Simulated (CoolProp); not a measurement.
Cyclopentane at 427.79 K and 1.02 MPa is throttled through a valve to 0.288 MPa with no heat exchange. Each further row changes one setting.

Model: reference Helmholtz-energy equation of state, Gedanitz 2015, in CoolProp.

```csv
case,temperature change (K),final density (kg/m³)
as stated,-10.8,6.10
outlet pressure 0.0864 MPa,-13.5,1.78
outlet pressure 0.374 MPa,-9.6,8.00
```
